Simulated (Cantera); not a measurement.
## Counterflow diffusion flame

A counterflow diffusion flame at 0.503 atm, nozzles 20 mm apart: fuel side 54.1 % CH₄, 45.9 % C₂H₆ at 450 K, oxidiser side 23.0 % O₂, 77.0 % N₂ at 748 K, fuel mass flux 1.2 times the oxidiser's; mixture-averaged transport, no radiation.

Model: GRI-Mech 3.0 (53 species, 325 reactions), integrated in Cantera. GRI-Mech 3.0 has no aromatics or soot, which form on the fuel side of real flames. The maximum strain rate includes the flame's own expansion and is several times the mean.

| oxidiser flux (kg/m²/s) | max strain (1/s) | mean strain (1/s) | T max (K) | peak x OH | peak x H | peak x NO | peak x CO | peak x C₂H₂ |
|---|---|---|---|---|---|---|---|---|
| 0.13 | 272 | 52.8 | 2197 | 0.0128 | 0.00873 | 0.000364 | 0.0818 | 0.0359 |
| 0.19 | 385 | 77.2 | 2174 | 0.0125 | 0.00916 | 0.000324 | 0.0803 | 0.0343 |
| 0.27 | 532 | 110 | 2155 | 0.0122 | 0.00955 | 0.000288 | 0.0792 | 0.0329 |
| 0.4 | 764 | 163 | 2135 | 0.0119 | 0.00995 | 0.000248 | 0.0785 | 0.0312 |
| 0.58 | 1070 | 236 | 2113 | 0.0115 | 0.0102 | 0.000206 | 0.0779 | 0.0292 |
| 0.86 | 1540 | 350 | 2087 | 0.0109 | 0.0103 | 0.000160 | 0.0778 | 0.0266 |
| 1.3 | 2240 | 528 | 2049 | 0.0100 | 0.0101 | 0.000111 | 0.0782 | 0.0229 |
| 1.8 | 3000 | 732 | 2011 | 0.00904 | 0.00950 | 7.35e-5 | 0.0789 | 0.0192 |
x: mole fraction; the columns are a selection and need not sum to one.
